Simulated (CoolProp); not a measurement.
Properties of isobutene at several states (Tc = 418.1 K, pc = 4.016 MPa, ω = 0.193).

Model: reference Helmholtz-energy equation of state, Lemmon 2005, in CoolProp. It is a short technical equation, of lower accuracy than the large ones.

| T (K) | p (MPa) | phase | Z | fugacity coefficient |
|---|---|---|---|---|
| 186.6 | 1.03 | liquid | 0.05233 | 0.0009239 |
| 337.9 | 20.2 | liquid | 0.6977 | 0.07319 |
| 439.2 | 12.9 | supercritical | 0.4671 | 0.3534 |
| 267 | 0.0359 | gas | 0.9855 | 0.9857 |
